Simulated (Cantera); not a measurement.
Input (Python, Cantera):

```python
import numpy as np
import cantera as ct

gas = ct.Solution("gri30.yaml")


def delay(T, t_max=10):
    gas.TPX = T, 1000000, {'CO': 1, 'H2': 0.14, 'O2': 0.3, 'N2': 1.44}
    reactor = ct.IdealGasReactor(gas, clone=False)
    net = ct.ReactorNet([reactor])
    net.rtol, net.atol = 1e-8, 1e-16
    while net.time < t_max:
        t_old, T_old = net.time, reactor.T
        net.step()
        if reactor.T > T + 400:  # ignition: a rise of 400 K
            return t_old + (T + 400 - T_old) / (reactor.T - T_old) * (net.time - t_old)
    return np.nan


taus = []
for T in [1325, 1400, 1475, 1550, 1625]:
    taus.append(delay(T))
    print(f"T0 = {T:6g} K   tau = {taus[-1]:.4e} s")

# d ln(tau) / d ln(k), from doubling and halving each rate constant
T, sens = 1550, []
for i in range(gas.n_reactions):
    gas.set_multiplier(2.0, i)
    up = delay(T)
    gas.set_multiplier(0.5, i)
    down = delay(T)
    gas.set_multiplier(1.0, i)
    sens.append((np.log(up / down) / np.log(4.0), gas.reaction(i).equation))
sens.sort(key=lambda x: -abs(x[0]))
print(f"sensitivities at {T} K")
for s, eq in sens[:10]:
    print(f"{s:8.3f}  {eq}")
```

Output:

```
T0 =   1325 K   tau = 7.8165e-06 s
T0 =   1400 K   tau = 5.0227e-06 s
T0 =   1475 K   tau = 3.6664e-06 s
T0 =   1550 K   tau = 2.8927e-06 s
T0 =   1625 K   tau = 2.4083e-06 s
sensitivities at 1550 K
  -0.479  H + O2 <=> O + OH
  -0.255  H2 + O <=> H + OH
  -0.119  CO + OH <=> CO2 + H
  -0.062  H2 + OH <=> H + H2O
  -0.050  CO + O2 <=> CO2 + O
  -0.027  CO + HO2 <=> CO2 + OH
   0.025  H + O2 + N2 <=> HO2 + N2
   0.024  H + O2 + M <=> HO2 + M
  -0.021  H + HO2 <=> 2 OH
  -0.017  H + O2 + H2O <=> HO2 + H2O
```

Cantera simulation using GRI-Mech 3.0 (53 species, 325 reactions); the numbers are that mechanism's predictions, not measurements. The hydrogen kinetics of GRI-Mech 3.0 are dated; newer H2 mechanisms differ, most at raised pressure. Where the delays flatten at high temperature, the 400 K rule measures the pace of heat release, not the induction time.
